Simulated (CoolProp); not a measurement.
Properties of fluorine at several states (Tc = 144.4 K, pc = 5.240 MPa, ω = 0.045).

Computed with CoolProp (reference Helmholtz-energy equation of state, de Reuck 1990).

```csv
T (K),p (MPa),phase,cp (kJ/(kg K)),fugacity coefficient
117.2,8.58,liquid,1.620,0.1690
105.4,3.12,liquid,1.597,0.2002
164.2,0.0407,gas,0.7741,0.9983
166.5,14.8,supercritical,2.207,0.5138
```
